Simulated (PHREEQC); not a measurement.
**Metal-bearing waste water**

Solution (25 °C): 0.035 mol/kgw CuSO4, 0.0016 mol/kgw MgSO4, 0.042 mol/kgw HCl and 0.0035 mol/kgw NaCl. Closed to the air; pH follows from the charge balance.

Model: ion-association model, phreeqc.dat, run in PHREEQC.

Each row changes one thing in this solution. No solid was allowed to form.

```csv
case,pH,ionic strength (mol/kgw),HSO4- (mol/kgw),SO4-2 (mol/kgw),Mg+2 (mol/kgw),MgSO4 (mol/kgw),SI of Halite (NaCl)
as made,1.64,0.125,0.0137,0.0136,0.00113,0.000466,-5.63
NaCl replaced by NaBr at the same molality,1.64,0.125,0.0137,0.0136,0.00113,0.000465,-5.66
diluted 2-fold with water,1.89,0.0666,0.00556,0.00835,0.000584,0.000216,-6.18
CuSO4 replaced by KHSO4 at the same molality,1.36,0.106,0.0234,0.0117,0.00115,(withheld),-5.60
MgSO4 from 0.0016 to 0.008 mol/kgw,1.66,(withheld),0.0150,0.0160,0.00549,0.00251,-5.63
temperature from 25 to 80 °C,1.80,(withheld),(withheld),0.00806,0.000931,0.000669,-5.75
```

**Question.** What belongs in the gaps?

**Answer.** 
- CuSO4 replaced by KHSO4 at the same molality, MgSO4 (mol/kgw): 0.000449
- MgSO4 from 0.0016 to 0.008 mol/kgw, ionic strength (mol/kgw): 0.137
- temperature from 25 to 80 °C, ionic strength (mol/kgw): 0.107
- temperature from 25 to 80 °C, HSO4- (mol/kgw): 0.0222

Constants without temperature data keep their 25 °C values here.
